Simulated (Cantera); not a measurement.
An adiabatic, constant-volume homogeneous reactor starts with CH4 : CO : O2 : N2 = 1 : 1 : 1.14 : 3.86 (molar parts), equivalence ratio 2.2, at 1400 K and 0.410 bar.

Detailed kinetics in Cantera: GRI-Mech 3.0 (53 species, 325 reactions).

### Question
Predict: time of steepest temperature rise; temperature at 7.00 s; equilibrium temperature; x(CO) at 7.00 s; x(O2) at 7.00 s; x(HCN) at 7.00 s.

### Answer
```
Property                                                              Result
---------------------------------  -----------------------------------------
time of steepest temperature rise                                    10.3 ms
temperature at 7.00 s                                                 2697 K
equilibrium temperature                                               2697 K
x(CO) at 7.00 s                          0.218 (gas-phase equilibrium 0.218)
x(O2) at 7.00 s                    0.000244 (gas-phase equilibrium 0.000244)
x(HCN) at 7.00 s                     9.48e-8 (gas-phase equilibrium 9.48e-8)
```
